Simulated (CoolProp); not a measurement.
Vapour-liquid equilibrium of n-butane (1) + R113 (2) at 251.5 K; x and y are mole fractions of (1).

Values from CoolProp's multi-fluid Helmholtz-energy mixture model, Bücker 2006 and Marx 1992; pair parameters Bell 2016.

| x | bubble pressure (kPa) | y at the bubble point | dew pressure at overall composition x (kPa) | liquid density (mol/L) |
|---|---|---|---|---|
| 0.05 | 7.491 | 0.399 | 4.949 | 8.994 |
| 0.125 | 11.33 | 0.631 | 5.339 | 9.106 |
| 0.2 | 14.81 | 0.739 | 5.794 | 9.222 |
| 0.275 | 17.99 | 0.802 | 6.334 | 9.340 |
| 0.35 | 20.90 | 0.844 | 6.984 | 9.463 |
| 0.425 | 23.59 | 0.874 | 7.782 | 9.589 |
| 0.5 | 26.12 | 0.898 | 8.784 | 9.719 |
| 0.575 | 28.52 | 0.917 | 10.08 | 9.854 |
| 0.65 | 30.84 | 0.934 | 11.81 | 9.994 |
| 0.725 | 33.13 | 0.949 | 14.24 | 10.14 |
| 0.8 | 35.43 | 0.963 | ? | ? |
| 0.875 | 37.79 | 0.977 | 23.65 | 10.45 |
| 0.95 | ? | 0.991 | 33.24 | 10.61 |

Some entries are withheld; supply them.


- 0.8, dew pressure at overall composition x (kPa): 17.86
- 0.8, liquid density (mol/L): 10.29
- 0.95, bubble pressure (kPa): 40.24

No azeotrope shows between x = 0.05 and 0.95.

Pair parameters are fitted to limited data, so mixtures are less certain than the pure fluids.
